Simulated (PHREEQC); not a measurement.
A solution holds 0.23 mol HCl and 0.22 mol MnSO4 per kg of water, at 25 °C. Closed to the air; pH follows from the charge balance.

Equilibrium calculation in PHREEQC: ion-association model, phreeqc.dat.

This is a speciation only: nothing precipitates in the calculation.

Problem. Order these Mn species by the share of Mn that they hold, largest first: MnCl+, Mn+2, MnCl2, MnSO4.

Solution. Mn+2 (64 %), MnSO4 (23 %), MnCl+ (12 %), MnCl2 (0.38 %)

Problem. Order these Cl species by the share of Cl that they hold, largest first: MnCl+, Cl-, MnCl2.

Solution. Cl- (88 %), MnCl+ (11 %), MnCl2 (0.74 %)

The pH is 1.06 and the ionic strength 0.619 mol/kgw. Complexes and solids missing from the database can't appear.
